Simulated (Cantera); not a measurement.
Feed: 1 mol CS2, 0.91 mol SO2, 0.4 mol O2, equilibrated at 0.890 bar.

Method: chemical equilibrium by Gibbs-energy minimisation in Cantera with the NASA 1993 tables (ideal gas, pure condensed phases). Candidate condensed phases: C, S; 35 gas species. Ions and electrons are included (thermal ionisation). The numbers say what is thermodynamically allowed, not how fast it happens.

### Question
At 4500 K, list the 7 most abundant gas species with their mole fractions, and the condensed phases.

### Answer
S 0.489, O 0.247, CO 0.193, SO 0.0558, S2 0.00934, O2 0.00438, CO2 0.000989. Condensed: gas only.
